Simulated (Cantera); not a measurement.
Charge: 1 mol Al(CH3)3, 1.7 mol NH3, 310 mol N2, equilibrated at 677 °C and 0.100 bar.

These are equilibrium values from Cantera (NASA tables, ideal gas, pure condensed phases), not measurements of a reactor. Candidate condensed phases: Al, AlN, C, C6H6, C7H8, C8H18; 97 gas species. The feed counts by its element totals alone. Rates play no part.

Base state: N2 0.978, H2 0.0222 (mole fractions); condensed: AlN(s) + C(graphite).

Q: What changes in the equilibrium state with this change: temperature from 677 °C to 1750 °C?

A: 
```csv
species,before,after
N2,0.978,0.975
H2,0.0222,0.0205
HCN,3.29e-7,0.00228
Al,<1e-9,0.00101
H,<1e-9,0.000861
HNC,<1e-9,0.000135
C2H2 (acetylene),<1e-9,1.83e-5
AlH,<1e-9,1.22e-5
"AlN(s), mol",1.00,0.674
"C(graphite), mol",3.00,2.22
```
